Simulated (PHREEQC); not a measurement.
## Nickel, zinc or cadmium bath

Make-up at 20 °C: 6.2 mmol/kgw ZnCl2 and 0.96 mmol/kgw NaCl. Closed to the air; pH follows from the charge balance.

Model: ion-association model, phreeqc.dat, run in PHREEQC.

No solid was allowed to form.

Task: What pH does the model give?

Result: pH 5.70.

Task: In which forms is Zn present?

Result: Zn+2 98 %, ZnCl+ 1.7 % of the Zn.
